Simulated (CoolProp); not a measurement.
Aqueous ethylene glycol as a coolant, 37 % by mass, freezing at -20.7 °C, 1 atm.

The numbers come from the Melinder's fits for secondary coolants in CoolProp.

```tsv
T (°C)	viscosity (mPa s)	conductivity (W/(m K))	cp (kJ/(kg K))	Prandtl number
-17.8	12.0	0.406	3.430	101
-13	9.43	?	3.450	79.4
-8.2	7.54	0.414	?	63.3
-3.4	6.11	?	?	?
1.4	5.01	0.422	3.508	41.7
6.2	?	0.426	3.527	34.5
11	3.50	0.429	3.546	28.9
15.9	2.97	0.433	3.565	24.4
20.7	2.55	?	3.583	20.9
25.5	2.21	0.441	3.601	18.0
30.3	1.94	0.445	?	15.7
35.1	1.71	0.449	3.635	13.9
```

Task: Some entries are withheld; supply them.

Result: 
- -13, conductivity (W/(m K)): 0.410
- -8.2, cp (kJ/(kg K)): 3.470
- -3.4, conductivity (W/(m K)): 0.418
- -3.4, cp (kJ/(kg K)): 3.489
- -3.4, Prandtl number: 51.0
- 6.2, viscosity (mPa s): 4.17
- 20.7, conductivity (W/(m K)): 0.437
- 30.3, cp (kJ/(kg K)): 3.618
